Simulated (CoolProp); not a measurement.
Saturated liquid density (kg/m³) of R143a: the reference equation beside estimates from Tc = 72.7 °C, pc = 37.62 bar, ω = 0.261.

Computed with CoolProp (reference Helmholtz-energy equation of state, Lemmon and Jacobsen 2000).

```
T (°C)  reference  van der Waals  Redlich-Kwong  Soave-Redlich-Kwong
------  ---------  -------------  -------------  -------------------
-73.35       1235            ___           1015                 1045
-55.65       1189          664.0          974.0                 1008
-38.05       1141          638.4          929.0                965.9
-20.45       1090            ___          879.0                918.3
-2.75        1034          578.8          822.5                863.1
14.85       970.9          543.2          758.4                798.4
32.45       897.3          501.3          683.1                720.1
50.15       802.0          448.2          588.7                  ___
```

Q: What belongs in the gaps?

A: 
- -73.35, van der Waals: 687.8
- -20.45, van der Waals: 610.2
- 50.15, Soave-Redlich-Kwong: 618.6

Absolute difference from the reference over all 8 rows, mean and median: van der Waals 44.1 and 44.1 %, Redlich-Kwong 20.8 and 19.9 %, Soave-Redlich-Kwong 17.3 and 16.1 %.
